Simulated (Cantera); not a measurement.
Input: 1 mol Si₃N₄, 4.1 mol Cl₂, 11 mol H₂, 20 mol HF, equilibrated at 1823 K and 5500 Pa.

Equilibrium computed with Cantera from the NASA thermochemical tables; the gas is ideal and each condensed phase is pure. Candidate condensed phases: NH₄Cl, Si, Si₃N₄; 49 gas species. The tables' values for SiF₃, SiF₂ are old estimates; treat these amounts as uncertain. Rates play no part.

Base state: H₂ 0.371, HF 0.244, HCl 0.239, SiF₄ 0.0776, N₂ 0.0583, SiF₃ 0.00909, H 0.00112, Cl 0.000552 (mole fractions); condensed: gas only.

Problem. What changes in the equilibrium state with this change: temperature from 1823 K to 1598 K?

Solution. 
```json
[
 {"species": "H₂", "before": "0.371", "after": "0.377"},
 {"species": "HCl", "before": "0.239", "after": "0.240"},
 {"species": "HF", "before": "0.244", "after": "0.236"},
 {"species": "SiF₄", "before": "0.0776", "after": "0.0867"},
 {"species": "SiF₃", "before": "0.00909", "after": "0.00106"},
 {"species": "N₂", "before": "0.0583", "after": "0.0586"},
 {"species": "SiF₂", "before": "0.000380", "after": "6.28e-6"},
 {"species": "H", "before": "0.00112", "after": "0.000139"},
 {"species": "Cl", "before": "0.000552", "after": "7.02e-5"},
 {"species": "SiHF₃", "before": "0.000389", "after": "0.000132"}
]
```
The tables' values for SiF₃ are old estimates; treat these amounts as uncertain.
